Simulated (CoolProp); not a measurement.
Vapour pressure (MPa) of n-undecane: the reference equation beside estimates from Tc = 638.8 K, pc = 1.990 MPa, ω = 0.539. Clausius-Clapeyron is anchored at 472.6 K with a constant enthalpy of vaporisation of 41.07 kJ/mol.

Model: reference Helmholtz-energy equation of state, Aleksandrov 2011, in CoolProp. It is a short technical equation, of lower accuracy than the large ones.

```json
[
 {"T (K)": "472.6", "reference": "0.1108", "Lee-Kesler": "0.1118", "Clausius-Clapeyron": "0.1108", "Redlich-Kwong": "0.2730", "Soave-Redlich-Kwong": "0.1121"},
 {"T (K)": "486.2", "reference": "0.1519", "Lee-Kesler": "0.1540", "Clausius-Clapeyron": "0.1484", "Redlich-Kwong": "0.3397", "Soave-Redlich-Kwong": "0.1546"},
 {"T (K)": "499.9", "reference": "0.2047", "Lee-Kesler": "0.2080", "Clausius-Clapeyron": "?", "Redlich-Kwong": "0.4176", "Soave-Redlich-Kwong": "0.2094"},
 {"T (K)": "513.5", "reference": "0.2701", "Lee-Kesler": "0.2750", "Clausius-Clapeyron": "0.2546", "Redlich-Kwong": "0.5065", "Soave-Redlich-Kwong": "0.2775"},
 {"T (K)": "527.2", "reference": "?", "Lee-Kesler": "0.3581", "Clausius-Clapeyron": "0.3269", "Redlich-Kwong": "0.6083", "Soave-Redlich-Kwong": "0.3624"},
 {"T (K)": "540.8", "reference": "0.4493", "Lee-Kesler": "0.4584", "Clausius-Clapeyron": "0.4138", "Redlich-Kwong": "0.7225", "Soave-Redlich-Kwong": "0.4650"},
 {"T (K)": "554.5", "reference": "?", "Lee-Kesler": "0.5797", "Clausius-Clapeyron": "0.5186", "Redlich-Kwong": "0.8513", "Soave-Redlich-Kwong": "0.5894"},
 {"T (K)": "568.1", "reference": "0.7093", "Lee-Kesler": "0.7233", "Clausius-Clapeyron": "0.6418", "Redlich-Kwong": "0.9936", "Soave-Redlich-Kwong": "0.7365"},
 {"T (K)": "581.8", "reference": "0.8779", "Lee-Kesler": "?", "Clausius-Clapeyron": "0.7876", "Redlich-Kwong": "1.152", "Soave-Redlich-Kwong": "0.9111"}
]
```

Question: Some entries are withheld; supply them.

Answer: 
- 499.9, Clausius-Clapeyron: 0.1960
- 527.2, reference: 0.3512
- 554.5, reference: 0.5682
- 581.8, Lee-Kesler: 0.8943

Absolute difference from the reference over all 9 rows, mean and median: Lee-Kesler 1.7 and 1.9 %, Clausius-Clapeyron 6.2 and 6.9 %, Redlich-Kwong 79.6 and 73.2 %, Soave-Redlich-Kwong 2.9 and 3.2 %.
